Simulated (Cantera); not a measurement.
An adiabatic, constant-pressure homogeneous reactor starts with H2 : O2 : N2 : H2O = 1 : 0.208 : 0.783 : 0.11 (molar parts), equivalence ratio 2.4, at 1375 K and 750 Torr. Integrator tolerance rtol = 1e-08.

Model: the H2/O2 subset of GRI-Mech 3.0, which has no nitrogen chemistry, integrated in Cantera.

```csv
quantity,before,after
time of steepest temperature rise,25.3 µs,20.8 µs
temperature at 3.00 s,2601 K,2627 K
equilibrium temperature,2601 K,2627 K
x(H2) at 3.00 s,0.296 (gas-phase equilibrium 0.296),0.295 (gas-phase equilibrium 0.295)
x(O2) at 3.00 s,7.57e-5 (gas-phase equilibrium 7.57e-5),9.58e-5 (gas-phase equilibrium 9.58e-5)
x(H2O) at 3.00 s,0.269 (gas-phase equilibrium 0.269),0.268 (gas-phase equilibrium 0.268)
x(OH) at 3.00 s,0.00444 (gas-phase equilibrium 0.00444),0.00507 (gas-phase equilibrium 0.00507)
x(O) at 3.00 s,0.000205 (gas-phase equilibrium 0.000205),0.000259 (gas-phase equilibrium 0.000259)
```

Task: What was changed between the two runs?
A. N2 0.783 to 2.1 parts
B. initial temperature 1375 to 973 K
C. initial temperature 1375 to 1298 K
D. initial temperature 1375 to 1425 K

Result: D, initial temperature 1375 to 1425 K
